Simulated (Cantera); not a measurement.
An isothermal, constant-pressure homogeneous reactor starts with CH4 : CO2 : H2 = 0.35 : 0.93 : 0.16 (molar parts), at 2125 K and 9.87 atm.

Cantera simulation using GRI-Mech 3.0 (53 species, 325 reactions); the numbers are that mechanism's predictions, not measurements.

x: mole fraction; the columns are a selection and need not sum to one.

```csv
t (s),x CH4,x CO2,x H2,x H2O,x CO,x C2H
3.00e-6,0.204,0.624,0.132,0.00846,0.0102,?
1.94e-5,0.0975,0.489,0.193,0.0745,0.0882,?
0.000126,0.0150,0.226,0.119,0.249,0.318,?
0.000814,0.00623,0.120,0.171,0.218,0.462,?
0.00527,0.000151,0.0867,0.217,0.185,0.511,?
0.0341,5.86e-8,0.0865,0.217,0.184,0.511,<1e-12
0.221,5.86e-8,0.0865,0.217,0.184,0.511,<1e-12
1.43,5.86e-8,0.0865,0.217,0.184,0.511,<1e-12
9.27,5.86e-8,0.0865,0.217,0.184,0.511,<1e-12
60.0,5.86e-8,0.0865,0.217,0.184,0.511,<1e-12
```

**Question.** What belongs in the gaps?

**Answer.** 
- 3.00e-6, x C2H: 2.38e-7
- 1.94e-5, x C2H: 3.59e-6
- 0.000126, x C2H: 6.76e-6
- 0.000814, x C2H: 1.76e-6
- 0.00527, x C2H: 4.87e-9
